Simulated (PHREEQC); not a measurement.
Make-up at 80 °C: 3.9 mol H2SO4, 0.092 mol Na2SO4 and 5e-05 mol H4SiO4 per kg of water. Closed to the air; pH follows from the charge balance.

Model: Pitzer model, pitzer.dat, run in PHREEQC.

```tsv
quantity	before	after
pH	-1.34	-0.50
SO4-2 (mol/kgw)	0.324	0.176
SI of SiO2(a) (SiO2)	-1.84	-2.26
SI of Thenardite (Na2SO4)	-3.98	-4.61
```

Name the change that produced these shifts.
A) 2.5 mol/kgw KOH added
B) temperature from 80 to 15 °C
C) temperature from 80 to 10 °C
D) H2SO4 left out
E) diluted 2-fold with water

E, diluted 2-fold with water

No solid was allowed to form. In brines, pH and single-ion activities rest on the MacInnes convention. Away from 25 °C the constants follow the database's enthalpies or fits; those with neither stay at their 25 °C values.
